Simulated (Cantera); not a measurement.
**Hydrocarbon pyrolysis for carbon deposition**

An isothermal, constant-pressure homogeneous reactor starts with CH₄ : H₂ = 1 : 12 (molar parts), at 1775 K and 10000 Pa.

Detailed kinetics in Cantera: GRI-Mech 3.0 (53 species, 325 reactions). GRI-Mech 3.0 stops at C3 and has no aromatics, soot or wall deposition, so with more carbon than oxygen in the feed, carbon stays in small species such as C2H2 where larger ones or solid carbon would form.

| t (s) | x CH₄ | x H₂ | x C₂H₆ | x C₂H₄ | x C₂H₂ | x CH₂ |
|---|---|---|---|---|---|---|
| 4.00e-6 | 0.0769 | 0.923 | 1.37e-12 | <1e-12 | <1e-12 | 1.12e-12 |
| 2.87e-5 | 0.0769 | 0.923 | 6.81e-10 | 7.66e-10 | 1.01e-12 | 1.39e-10 |
| 0.000206 | 0.0768 | 0.923 | 1.89e-7 | 3.59e-7 | 5.17e-9 | 9.22e-9 |
| 0.00147 | 0.0758 | 0.923 | 1.08e-5 | 9.72e-5 | 3.29e-5 | 3.41e-7 |
| 0.0106 | 0.0654 | 0.928 | 1.81e-5 | 0.000356 | 0.00447 | 7.56e-7 |
| 0.0757 | 0.0311 | 0.947 | 4.52e-6 | 0.000138 | 0.0209 | 4.49e-7 |
| 0.543 | 0.00592 | 0.960 | 1.87e-7 | 9.05e-5 | 0.0328 | 1.10e-7 |
| 3.89 | 0.00136 | 0.963 | 1.50e-8 | 9.32e-5 | 0.0350 | 2.66e-8 |
| 27.9 | 0.00123 | 0.963 | 1.33e-8 | 9.33e-5 | 0.0350 | 2.42e-8 |
| 200 | 0.00123 | 0.963 | 1.33e-8 | 9.33e-5 | 0.0350 | 2.42e-8 |
x: mole fraction; the columns are a selection and need not sum to one.

Equilibrium at this temperature and pressure: CH₄ 0.00123, H₂ 0.963, C₂H₆ 1.33e-8, C₂H₄ 9.33e-5, C₂H₂ 0.0350, CH₂ 2.42e-8 (gas phase only).
